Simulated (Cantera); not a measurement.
Input: 1 mol PbS, 0.61 mol H2, 47 mol N2, at 600 °C and 7300 Pa.

Cantera equilibrium calculation (NASA polynomials, part measured and part estimated; ideal gas, pure solids and liquids). Candidate condensed phases: Pb, PbS, S; 18 gas species. Rates play no part.

Base state: N2 0.987, H2 0.0128, H2S 6.06e-5, PbS 2.57e-5 (mole fractions); condensed: Pb(l) + PbS(s).

Task: What changes in the equilibrium state with this change: temperature from 600 °C to 1327 °C?

Result: 
```json
[
 {"species": "N2", "before": "0.987", "after": "0.964"},
 {"species": "PbS", "before": "2.57e-5", "after": "0.0134"},
 {"species": "H2", "before": "0.0128", "after": "0.0120"},
 {"species": "Pb", "before": "8.75e-6", "after": "0.00706"},
 {"species": "S2", "before": "<1e-9", "after": "0.00323"},
 {"species": "SH", "before": "<1e-9", "after": "0.000146"},
 {"species": "S", "before": "<1e-9", "after": "2.54e-5"},
 {"species": "H", "before": "<1e-9", "after": "2.20e-5"},
 {"species": "Pb(l), mol", "before": "0.00247", "after": "0"},
 {"species": "PbS(s), mol", "before": "0.996", "after": "0"}
]
```

Task: What changes in the equilibrium state with this change: temperature from 600 °C to 1727 °C?

Result: 
```tsv
species	before	after
N2	0.987	0.959
Pb	8.75e-6	0.0148
H2	0.0128	0.0117
S2	<1e-9	0.00655
S	<1e-9	0.000953
H	<1e-9	0.000650
SH	<1e-9	0.000625
Pb(l), mol	0.00247	0
PbS(s), mol	0.996	0
```
